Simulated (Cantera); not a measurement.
Cantera run:

```python
import numpy as np
import cantera as ct

gas_names = """
    Cr CrN CrO CrO2 CrO3 H HNO HNO2 HNO3 HO2 H2 H2O H2O2 N NH NH2 NH3 NH2OH NO NO2 NO3 N2 N2H2 N2H4 N2O
    O OH O2 O3
""".split()
cond_names = """
    Cr(cr) Cr(L) CrN(s) Cr2N(s) Cr2O3(s) Cr2O3(L) H2O(s) H2O(L)
""".split()


def load(file, names, dense=False):
    # The tables refer to 1 bar. Condensed volumes are neglected.
    table = {s.name: s for s in ct.Species.list_from_file(file)}
    out = []
    for n in names:
        d = dict(table[n].input_data)
        d["thermo"] = dict(d["thermo"], **{"reference-pressure": 1e5})
        if dense:
            d["equation-of-state"] = {"model": "constant-volume", "density": "1e6 g/cm^3"}
        out.append(ct.Species.from_dict(d))
    return out


gas = ct.Solution(thermo="ideal-gas", species=load("nasa_gas.yaml", gas_names))
cond = {s.name: ct.Solution(thermo="fixed-stoichiometry", species=[s], name=s.name)
        for s in load("nasa_condensed.yaml", cond_names, dense=True)}
atoms = {
    'Cr2O3': {'Cr': 2, 'O': 3},
    'H2': {'H': 2},
    'N2': {'N': 2},
}
top_T = {'CrN(s)': 1900, 'Cr2N(s)': 1900}  # K; cautious upper limits of use, not melting points


def equilibrate(T, P, feed):
    n = {}
    for name, mol in feed.items():
        for a, k in atoms[name].items():
            n[a] = n.get(a, 0.0) + k * mol
    gas.TPX = T, P, n
    mass = sum(n.values()) * gas.mean_molecular_weight
    gas.equilibrate("TP")
    valid = [c for c in cond.values() if c.min_temp <= T <= top_T.get(c.name, c.max_temp)]
    mix = ct.Mixture([(gas, mass / gas.mean_molecular_weight)] + [(c, 0.0) for c in valid])
    mix.T, mix.P = T, P
    mix.equilibrate("TP", solver="vcs", rtol=1e-11, max_steps=5000)
    return mix


results = []
feed = {'Cr2O3': 1, 'H2': 0.35, 'N2': 1.2}  # mol
for P in [10, 52, 270, 1400, 7200, 37000, 190000, 1000000]:
    for T in [800, 875, 950, 1025, 1100, 1175, 1250, 1325, 1400, 1475]:
        mix = equilibrate(T, P, feed)
        results.append((T, P, feed, dict(zip(mix.species_names, mix.species_moles))))

for T, P, feed, n in results:
    print(f"{T:7g} {P:10.4g}  " + (" + ".join(c for c in cond_names if n.get(c, 0) > 1e-12) or "gas only"))
```

It prints:

```
    800         10  CrN(s) + Cr2O3(s)
    875         10  CrN(s) + Cr2O3(s)
    950         10  Cr2N(s) + Cr2O3(s)
   1025         10  Cr2N(s) + Cr2O3(s)
   1100         10  Cr2N(s) + Cr2O3(s)
   1175         10  Cr(cr) + Cr2O3(s)
   1250         10  Cr(cr) + Cr2O3(s)
   1325         10  Cr2O3(s)
   1400         10  Cr2O3(s)
   1475         10  Cr2O3(s)
    800         52  CrN(s) + Cr2O3(s)
    875         52  CrN(s) + Cr2O3(s)
    950         52  CrN(s) + Cr2O3(s)
   1025         52  Cr2N(s) + Cr2O3(s)
   1100         52  Cr2N(s) + Cr2O3(s)
   1175         52  Cr2N(s) + Cr2O3(s)
   1250         52  Cr(cr) + Cr2O3(s)
   1325         52  Cr(cr) + Cr2O3(s)
   1400         52  Cr2O3(s)
   1475         52  Cr2O3(s)
    800        270  CrN(s) + Cr2O3(s)
    875        270  CrN(s) + Cr2O3(s)
    950        270  CrN(s) + Cr2O3(s)
   1025        270  Cr2N(s) + Cr2O3(s)
   1100        270  Cr2N(s) + Cr2O3(s)
   1175        270  Cr2N(s) + Cr2O3(s)
   1250        270  Cr2N(s) + Cr2O3(s)
   1325        270  Cr(cr) + Cr2O3(s)
   1400        270  Cr(cr) + Cr2O3(s)
   1475        270  Cr(cr) + Cr2O3(s)
    800       1400  CrN(s) + Cr2O3(s)
    875       1400  CrN(s) + Cr2O3(s)
    950       1400  CrN(s) + Cr2O3(s)
   1025       1400  CrN(s) + Cr2O3(s)
   1100       1400  Cr2N(s) + Cr2O3(s)
   1175       1400  Cr2N(s) + Cr2O3(s)
   1250       1400  Cr2N(s) + Cr2O3(s)
   1325       1400  Cr2N(s) + Cr2O3(s)
   1400       1400  Cr(cr) + Cr2O3(s)
   1475       1400  Cr(cr) + Cr2O3(s)
    800       7200  CrN(s) + Cr2O3(s)
    875       7200  CrN(s) + Cr2O3(s)
    950       7200  CrN(s) + Cr2O3(s)
   1025       7200  CrN(s) + Cr2O3(s)
   1100       7200  CrN(s) + Cr2O3(s)
   1175       7200  CrN(s) + Cr2O3(s)
   1250       7200  Cr2N(s) + Cr2O3(s)
   1325       7200  Cr2N(s) + Cr2O3(s)
   1400       7200  Cr2N(s) + Cr2O3(s)
   1475       7200  Cr2N(s) + Cr2O3(s)
    800    3.7e+04  CrN(s) + Cr2O3(s)
    875    3.7e+04  CrN(s) + Cr2O3(s)
    950    3.7e+04  CrN(s) + Cr2O3(s)
   1025    3.7e+04  CrN(s) + Cr2O3(s)
   1100    3.7e+04  CrN(s) + Cr2O3(s)
   1175    3.7e+04  CrN(s) + Cr2O3(s)
   1250    3.7e+04  CrN(s) + Cr2O3(s)
   1325    3.7e+04  Cr2N(s) + Cr2O3(s)
   1400    3.7e+04  Cr2N(s) + Cr2O3(s)
   1475    3.7e+04  Cr2N(s) + Cr2O3(s)
    800    1.9e+05  CrN(s) + Cr2O3(s)
    875    1.9e+05  CrN(s) + Cr2O3(s)
    950    1.9e+05  CrN(s) + Cr2O3(s)
   1025    1.9e+05  CrN(s) + Cr2O3(s)
   1100    1.9e+05  CrN(s) + Cr2O3(s)
   1175    1.9e+05  CrN(s) + Cr2O3(s)
   1250    1.9e+05  CrN(s) + Cr2O3(s)
   1325    1.9e+05  CrN(s) + Cr2O3(s)
   1400    1.9e+05  Cr2N(s) + Cr2O3(s)
   1475    1.9e+05  Cr2N(s) + Cr2O3(s)
    800      1e+06  CrN(s) + Cr2O3(s)
    875      1e+06  CrN(s) + Cr2O3(s)
    950      1e+06  CrN(s) + Cr2O3(s)
   1025      1e+06  CrN(s) + Cr2O3(s)
   1100      1e+06  CrN(s) + Cr2O3(s)
   1175      1e+06  CrN(s) + Cr2O3(s)
   1250      1e+06  CrN(s) + Cr2O3(s)
   1325      1e+06  CrN(s) + Cr2O3(s)
   1400      1e+06  CrN(s) + Cr2O3(s)
   1475      1e+06  CrN(s) + Cr2O3(s)
```

Equilibrium computed with Cantera from the NASA thermochemical tables; the gas is ideal and each condensed phase is pure. Mutual solubility and eutectic melting of coexisting phases are not modelled.
